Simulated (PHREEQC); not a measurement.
Make-up at 25 °C: 0.00024 mol CaSO4 and 4.2e-05 mol NaHCO3 per kg of water. Closed to the air; pH follows from the charge balance.

The numbers come from PHREEQC with the ion-association model, phreeqc.dat.

Precipitation was switched off in this run.

Question: Predict the pH.

Answer: pH 7.91.

Question: In which forms is S present?

Answer: SO4-2 97 %, CaSO4 3.0 % of the S.
